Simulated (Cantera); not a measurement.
What does this Cantera script print?

```python
import numpy as np
import cantera as ct

gas_names = """
    C CO CO2 C2 C2O C3 C3O2 C4 C5 Fe FeC5O5 FeO O O2 O3
""".split()
cond_names = """
    C(gr) Fe(a) Fe(c) Fe(d) Fe(L) FeC5O5(L) FeO(s) FeO(L) Fe2O3(s) Fe3O4(s)
""".split()


# ... load() reads the species with a 1 bar reference pressure and builds the phases ...
atoms = {
    'Fe3O4': {'Fe': 3, 'O': 4},
    'C': {'C': 1},
    'CO': {'C': 1, 'O': 1},
}
top_T = {'C(gr)': 4500, 'Fe2O3(s)': 1830, 'Fe3O4(s)': 1870}  # K; cautious upper limits of use, not melting points


# ... equilibrate(T, P, feed) seeds the gas with the atoms and calls Mixture.equilibrate('TP', solver="vcs", rtol=1e-11, max_steps=5000) ...
results = []
feed = {'Fe3O4': 1, 'C': 2.4, 'CO': 0.93}  # mol
for P in [10, 32, 100, 320, 1000, 3200, 10000, 32000, 100000, 320000, 1000000]:
    for T in [1875, 1925, 1975, 2025, 2075, 2125, 2175, 2225, 2275, 2325, 2375, 2425]:
        mix = equilibrate(T, P, feed)
        results.append((T, P, feed, dict(zip(mix.species_names, mix.species_moles))))

for T, P, feed, n in results:
    print(f"{T:7g} {P:10.4g}  " + (" + ".join(c for c in cond_names if n.get(c, 0) > 1e-12) or "gas only"))
```

Result:

```
   1875         10  FeO(L)
   1925         10  FeO(L)
   1975         10  FeO(L)
   2025         10  gas only
   2075         10  gas only
   2125         10  gas only
   2175         10  gas only
   2225         10  gas only
   2275         10  gas only
   2325         10  gas only
   2375         10  gas only
   2425         10  gas only
   1875         32  Fe(L) + FeO(L)
   1925         32  FeO(L)
   1975         32  FeO(L)
   2025         32  FeO(L)
   2075         32  FeO(L)
   2125         32  gas only
   2175         32  gas only
   2225         32  gas only
   2275         32  gas only
   2325         32  gas only
   2375         32  gas only
   2425         32  gas only
   1875        100  Fe(L) + FeO(L)
   1925        100  Fe(L) + FeO(L)
   1975        100  Fe(L) + FeO(L)
   2025        100  FeO(L)
   2075        100  FeO(L)
   2125        100  FeO(L)
   2175        100  FeO(L)
   2225        100  gas only
   2275        100  gas only
   2325        100  gas only
   2375        100  gas only
   2425        100  gas only
   1875        320  Fe(L) + FeO(L)
   1925        320  Fe(L) + FeO(L)
   1975        320  Fe(L) + FeO(L)
   2025        320  Fe(L) + FeO(L)
   2075        320  Fe(L) + FeO(L)
   2125        320  FeO(L)
   2175        320  FeO(L)
   2225        320  FeO(L)
   2275        320  FeO(L)
   2325        320  gas only
   2375        320  gas only
   2425        320  gas only
   1875       1000  Fe(L) + FeO(L)
   1925       1000  Fe(L) + FeO(L)
   1975       1000  Fe(L) + FeO(L)
   2025       1000  Fe(L) + FeO(L)
   2075       1000  Fe(L) + FeO(L)
   2125       1000  Fe(L) + FeO(L)
   2175       1000  Fe(L) + FeO(L)
   2225       1000  FeO(L)
   2275       1000  FeO(L)
   2325       1000  FeO(L)
   2375       1000  FeO(L)
   2425       1000  FeO(L)
   1875       3200  Fe(L) + FeO(L)
   1925       3200  Fe(L) + FeO(L)
   1975       3200  Fe(L) + FeO(L)
   2025       3200  Fe(L) + FeO(L)
   2075       3200  Fe(L) + FeO(L)
   2125       3200  Fe(L) + FeO(L)
   2175       3200  Fe(L) + FeO(L)
   2225       3200  Fe(L) + FeO(L)
   2275       3200  Fe(L) + FeO(L)
   2325       3200  Fe(L) + FeO(L)
   2375       3200  FeO(L)
   2425       3200  FeO(L)
   1875      1e+04  Fe(L) + FeO(L)
   1925      1e+04  Fe(L) + FeO(L)
   1975      1e+04  Fe(L) + FeO(L)
   2025      1e+04  Fe(L) + FeO(L)
   2075      1e+04  Fe(L) + FeO(L)
   2125      1e+04  Fe(L) + FeO(L)
   2175      1e+04  Fe(L) + FeO(L)
   2225      1e+04  Fe(L) + FeO(L)
   2275      1e+04  Fe(L) + FeO(L)
   2325      1e+04  Fe(L) + FeO(L)
   2375      1e+04  Fe(L) + FeO(L)
   2425      1e+04  Fe(L) + FeO(L)
   1875    3.2e+04  Fe(L) + FeO(L)
   1925    3.2e+04  Fe(L) + FeO(L)
   1975    3.2e+04  Fe(L) + FeO(L)
   2025    3.2e+04  Fe(L) + FeO(L)
   2075    3.2e+04  Fe(L) + FeO(L)
   2125    3.2e+04  Fe(L) + FeO(L)
   2175    3.2e+04  Fe(L) + FeO(L)
   2225    3.2e+04  Fe(L) + FeO(L)
   2275    3.2e+04  Fe(L) + FeO(L)
   2325    3.2e+04  Fe(L) + FeO(L)
   2375    3.2e+04  Fe(L) + FeO(L)
   2425    3.2e+04  Fe(L) + FeO(L)
   1875      1e+05  Fe(L) + FeO(L)
   1925      1e+05  Fe(L) + FeO(L)
   1975      1e+05  Fe(L) + FeO(L)
   2025      1e+05  Fe(L) + FeO(L)
   2075      1e+05  Fe(L) + FeO(L)
   2125      1e+05  Fe(L) + FeO(L)
   2175      1e+05  Fe(L) + FeO(L)
   2225      1e+05  Fe(L) + FeO(L)
   2275      1e+05  Fe(L) + FeO(L)
   2325      1e+05  Fe(L) + FeO(L)
   2375      1e+05  Fe(L) + FeO(L)
   2425      1e+05  Fe(L) + FeO(L)
   1875    3.2e+05  Fe(L) + FeO(L)
   1925    3.2e+05  Fe(L) + FeO(L)
   1975    3.2e+05  Fe(L) + FeO(L)
   2025    3.2e+05  Fe(L) + FeO(L)
   2075    3.2e+05  Fe(L) + FeO(L)
   2125    3.2e+05  Fe(L) + FeO(L)
   2175    3.2e+05  Fe(L) + FeO(L)
   2225    3.2e+05  Fe(L) + FeO(L)
   2275    3.2e+05  Fe(L) + FeO(L)
   2325    3.2e+05  Fe(L) + FeO(L)
   2375    3.2e+05  Fe(L) + FeO(L)
   2425    3.2e+05  Fe(L) + FeO(L)
   1875      1e+06  Fe(L) + FeO(L)
   1925      1e+06  Fe(L) + FeO(L)
   1975      1e+06  Fe(L) + FeO(L)
   2025      1e+06  Fe(L) + FeO(L)
   2075      1e+06  Fe(L) + FeO(L)
   2125      1e+06  Fe(L) + FeO(L)
   2175      1e+06  Fe(L) + FeO(L)
   2225      1e+06  Fe(L) + FeO(L)
   2275      1e+06  Fe(L) + FeO(L)
   2325      1e+06  Fe(L) + FeO(L)
   2375      1e+06  Fe(L) + FeO(L)
   2425      1e+06  Fe(L) + FeO(L)
```

Equilibrium computed with Cantera from the NASA thermochemical tables; the gas is ideal and each condensed phase is pure. Each liquid is taken as pure. Mutual solubility and eutectic melting of coexisting phases are not modelled. The tables' stoichiometric FeO is somewhat more stable than real wüstite, so its field is too wide. FeO: taken at fixed stoichiometry.
